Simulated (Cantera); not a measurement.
An adiabatic, constant-pressure homogeneous reactor starts with CO : H₂ : CH₄ : O₂ : N₂ = 1 : 1.2 : 0.049 : 0.705 : 2.65 (molar parts), at 1375 K and 10.0 bar.

Cantera simulation using GRI-Mech 3.0 (53 species, 325 reactions); the numbers are that mechanism's predictions, not measurements.

Predict: time of steepest temperature rise; temperature at 2.00 s; equilibrium temperature; x(CO) at 2.00 s; x(H₂) at 2.00 s; x(O) at 2.00 s.


| Property | Result |
|---|---|
| time of steepest temperature rise | 4.03 µs |
| temperature at 2.00 s | 2920 K |
| equilibrium temperature | 2920 K |
| x(CO) at 2.00 s | 0.143 (gas-phase equilibrium 0.143) |
| x(H₂) at 2.00 s | 0.0581 (gas-phase equilibrium 0.0581) |
| x(O) at 2.00 s | 0.000954 (gas-phase equilibrium 0.000954) |
